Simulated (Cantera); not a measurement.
Adiabatic ignition

An adiabatic, constant-pressure homogeneous reactor starts with CH4 : O2 : N2 : CO2 = 1 : 1.33 : 5.01 : 0.3 (molar parts), equivalence ratio 1.5, at 1125 K and 1.20 bar.

Computed with Cantera and GRI-Mech 3.0 (53 species, 325 reactions).

| t (s) | T (K) | x CH4 | x O2 | x CO2 | x C2H2 | x NO2 | x NO | x H2 |
|---|---|---|---|---|---|---|---|---|
| 1.00e-6 | 1125 | 0.131 | 0.174 | 0.0393 | <1e-12 | <1e-12 | <1e-12 | <1e-12 |
| 4.68e-6 | 1125 | 0.131 | 0.174 | 0.0393 | <1e-12 | <1e-12 | <1e-12 | 3.46e-12 |
| 2.19e-5 | 1125 | 0.131 | 0.174 | 0.0393 | <1e-12 | <1e-12 | <1e-12 | 2.21e-11 |
| 0.000102 | 1125 | 0.131 | 0.174 | 0.0393 | <1e-12 | <1e-12 | <1e-12 | 1.83e-10 |
| 0.000478 | 1125 | 0.131 | 0.174 | 0.0393 | <1e-12 | <1e-12 | <1e-12 | 3.19e-9 |
| 0.00224 | 1125 | 0.131 | 0.174 | 0.0393 | <1e-12 | <1e-12 | <1e-12 | 1.43e-7 |
| 0.0105 | 1125 | 0.131 | 0.174 | 0.0393 | 3.42e-12 | <1e-12 | <1e-12 | 3.06e-6 |
| 0.0489 | 1127 | 0.131 | 0.174 | 0.0393 | 4.80e-10 | <1e-12 | <1e-12 | 4.28e-5 |
| 0.229 | 2430 | <1e-12 | 0.000142 | 0.0530 | <1e-12 | 1.25e-8 | 0.000459 | 0.0578 |
| 1.07 | 2430 | <1e-12 | 0.000142 | 0.0530 | <1e-12 | 1.26e-8 | 0.000461 | 0.0578 |
| 5.00 | 2430 | <1e-12 | 0.000142 | 0.0530 | <1e-12 | 1.26e-8 | 0.000461 | 0.0578 |
x: mole fraction; the columns are a selection and need not sum to one.

```
Quantity                                                               Value
---------------------------------  -----------------------------------------
time of steepest temperature rise                                    0.158 s
temperature at 5.00 s                                                 2430 K
equilibrium temperature                                               2430 K
x(CH4) at 5.00 s                       <1e-12 (gas-phase equilibrium <1e-12)
x(O2) at 5.00 s                    0.000142 (gas-phase equilibrium 0.000142)
x(CO2) at 5.00 s                       0.0530 (gas-phase equilibrium 0.0530)
```
